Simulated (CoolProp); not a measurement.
A single-stage vapour-compression cycle with sulfur dioxide: evaporating at 241.15 K (dew point), condensing at 287.15 K (bubble point), superheat 0 K, subcooling 5 K, compressor efficiency 0.85, no pressure losses. Each further row changes one setting.

Model: reference Helmholtz-energy equation of state, Gao 2016, in CoolProp.

| case | cooling COP | pressure ratio | discharge temperature (K) | refrigerating effect (kJ/kg) | volumetric capacity (kJ/m³) |
|---|---|---|---|---|---|
| as stated | 3.77 | 7.83 | 391.1 | 353 | 389 |
| evaporating temperature 246.15 K | 4.42 | 5.99 | 375.8 | 355 | 503 |
| condensing temperature 282.15 K | 4.31 | 6.50 | 375.6 | 359 | 397 |
| subcooling 10 K | 3.84 | 7.83 | 391.1 | 359 | 397 |
| superheat 10 K | 3.68 | 7.83 | 405.5 | 359 | 379 |
| compressor efficiency 0.75 | 3.33 | 7.83 | 409.0 | 353 | 389 |
